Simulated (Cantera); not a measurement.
Charge: 1 mol c-C4F8, 0.37 mol H2, 0.032 mol HCl, equilibrated at 1727 °C and 0.0720 bar.

These are equilibrium values from Cantera (NASA tables, ideal gas, pure condensed phases), not measurements of a reactor. Candidate condensed phases: C, C6H6, C7H8, C8H18; 118 gas species. The feed counts by its element totals alone. Gases not in the tables: C2F6 and larger saturated fluorocarbons. Equilibrium is a limit: real reactors are often held back by kinetics, nucleation or transport.

Question: What is the equilibrium state?

Answer: 
```json
{
 "x(CF4)": "0.654",
 "x(HF)": "0.289",
 "x(CF2)": "0.0336",
 "x(Cl)": "0.0115",
 "x(F)": "0.00731",
 "x(CF3)": "0.00408",
 "x(HCl)": "0.000250",
 "x(CClF3)": "0.000202",
 "x(CF)": "3.39e-5",
 "n(C(graphite))": "2.15 mol",
 "gas_amount": "2.672 mol"
}
```
